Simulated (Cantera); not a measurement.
A perfectly stirred reactor is fed with CH3OH : O2 : N2 = 1 : 2.5 : 9.4 (molar parts), at 9.87 atm; it is adiabatic with a 400 K inlet, and is followed from long to short residence time, starting on the burning branch (τ in s: 0.06, 0.026, 0.011, 0.005, 0.0022, 0.00097, 0.00042, 0.00019, 8.1e-05, 3.6e-05, 1.6e-05).

Model: GRI-Mech 3.0 (53 species, 325 reactions), integrated in Cantera. GRI-Mech 3.0 was tuned for natural gas; its chemistry of methanol as a main component is partial and can be far from experiment.

Question: What does this change do: 0.96 parts H2O added?

Answer: 
```json
[
 {"quantity": "blow-out, bracketed by the residence times tried", "before": "burning at 0.420 ms, out at 0.190 ms", "after": "burning at 0.970 ms, out at 0.420 ms"},
 {"quantity": "x(CH3OH) at τ = 60.0 ms", "before": "2.05e-6", "after": "3.06e-6"},
 {"quantity": "x(O2) at τ = 60.0 ms", "before": "0.0746", "after": "0.0696"},
 {"quantity": "x(HCN) at τ = 60.0 ms", "before": "1.21e-10", "after": "2.60e-11"},
 {"quantity": "x(CH2O) at τ = 60.0 ms", "before": "1.48e-6", "after": "2.04e-6"},
 {"quantity": "x(N2O) at τ = 60.0 ms", "before": "6.11e-7", "after": "5.06e-7"},
 {"quantity": "x(CH3OH) at τ = 0.970 ms", "before": "5.19e-5", "after": "0.000101"},
 {"quantity": "x(O2) at τ = 0.970 ms", "before": "0.0758", "after": "0.0719"},
 {"quantity": "x(HCN) at τ = 0.970 ms", "before": "3.47e-10", "after": "1.32e-10"},
 {"quantity": "x(CH2O) at τ = 0.970 ms", "before": "3.91e-5", "after": "6.94e-5"},
 {"quantity": "x(N2O) at τ = 0.970 ms", "before": "2.30e-6", "after": "1.56e-6"}
]
```
